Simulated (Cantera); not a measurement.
Feed: 1 mol SiC, 0.019 mol N2, held at 1825 °C and 0.000730 bar.

Equilibrium computed with Cantera from the NASA thermochemical tables; the gas is ideal and each condensed phase is pure. Candidate condensed phases: C, Si, SiC, Si3N4; 20 gas species. The tables' values for SiN are old estimates; treat these amounts as uncertain. Equilibrium is a limit: real reactors are often held back by kinetics, nucleation or transport.

Base state: N2 0.984, Si 0.0139, SiC2 0.000888, Si2C 0.000564, SiN 7.75e-5, CN 7.03e-5, Si2 1.40e-5 (mole fractions); condensed: C(graphite) + SiC(s).

Q: What changes in the equilibrium state with this change: temperature from 1825 °C to 2025 °C?

A: 
| species | before | after |
|---|---|---|
| N2 | 0.984 | 0.780 |
| Si | 0.0139 | 0.179 |
| SiC2 | 0.000888 | 0.0245 |
| Si2C | 0.000564 | 0.0145 |
| Si3 | 2.21e-7 | 1.32e-5 |
| C3 | 3.79e-7 | 2.21e-5 |
| SiC | 5.50e-7 | 2.68e-5 |
| C | 3.13e-7 | 1.11e-5 |
| Si2 | 1.40e-5 | 0.000492 |
| C(graphite), mol | 0.000262 | 0.00414 |
| SiC(s), mol | 1.000 | 0.994 |
